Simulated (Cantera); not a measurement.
Charge: 1 mol Ti(OiPr)4, 0.6 mol H2O, at 57.8 Torr.

Equilibrium computed with Cantera from the NASA thermochemical tables; the gas is ideal and each condensed phase is pure. Candidate condensed phases: C, C6H6, C7H8, C8H18, H2O, Ti, TiC, TiO, TiO2, Ti2O3, Ti3O5, Ti4O7; 113 gas species. The feed counts by its element totals alone. Rates play no part. All values below are at 1125 K.

Base state: H2 0.847, CO 0.151, CH4 0.00159, H2O 0.000632, CO2 0.000102 (mole fractions); condensed: C(graphite) + TiO2(rutile).

What changes in the equilibrium state with this change: 1.6 mol O2 added?


```json
[
 {"species": "H2", "before": "0.847", "after": "0.714"},
 {"species": "CO", "before": "0.151", "after": "0.283"},
 {"species": "CH4", "before": "0.00159", "after": "0.00113"},
 {"species": "CO2", "before": "0.000102", "after": "0.000361"},
 {"species": "H2O", "before": "0.000632", "after": "0.00100"},
 {"species": "C(graphite), mol", "before": "9.39", "after": "6.20"},
 {"species": "TiO2(rutile), mol", "before": "1.00", "after": "1.00"}
]
```
